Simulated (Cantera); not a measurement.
A closed system holds: 1 mol NaI, 13 mol H2, held at 0.133 bar.

Equilibrium computed with Cantera from the NASA thermochemical tables; the gas is ideal and each condensed phase is pure. Candidate condensed phases: I2, Na, NaI; 9 gas species. Gases not in the tables: NaBr and NaI dimers. The numbers say what is thermodynamically allowed, not how fast it happens.

x: gas mole fraction; n: condensed amount in mol.

```csv
T (K),x H2,x NaI,x Na,x I,x HI,x H,n NaI(s),n NaI(l)
848,1.000,0.000139,4.12e-8,1.92e-10,4.10e-8,5.21e-11,0.998,0
948,0.998,?,?,?,?,?,0,?
1048,0.985,?,?,?,?,?,0,?
1148,0.929,0.0714,5.92e-5,5.76e-6,5.35e-5,1.89e-7,0,0
1248,0.928,0.0713,0.000158,2.83e-5,0.000130,1.23e-6,0,0
1348,0.928,0.0710,0.000374,0.000107,0.000268,6.10e-6,0,0
1448,0.928,0.0706,0.000809,0.000326,0.000485,2.43e-5,0,0
1548,0.927,0.0697,0.00162,0.000835,0.000789,8.12e-5,0,0
```

Problem. Fill in the missing entries.

Solution. 
- 948, x NaI: 0.00219
- 948, x Na: 8.66e-7
- 948, x I: 1.39e-8
- 948, x HI: 8.53e-7
- 948, x H: 1.43e-9
- 948, n NaI(l): 0.971
- 1048, x NaI: 0.0155
- 1048, x Na: 8.94e-6
- 1048, x I: 3.86e-7
- 1048, x HI: 8.56e-6
- 1048, x H: 2.10e-8
- 1048, n NaI(l): 0.796
